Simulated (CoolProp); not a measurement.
Model: reference Helmholtz-energy equation of state, Lemmon 2003, in CoolProp. It is a pseudo-pure fit of the blend.

Q: For R410A, give the phase and the cp (kJ/(kg K)) at 346.8 K and 77.5 kPa; 346.8 K and 629 kPa.

A: 
- 346.8 K and 77.5 kPa: gas; cp 0.887
- 346.8 K and 629 kPa: gas; cp 0.937
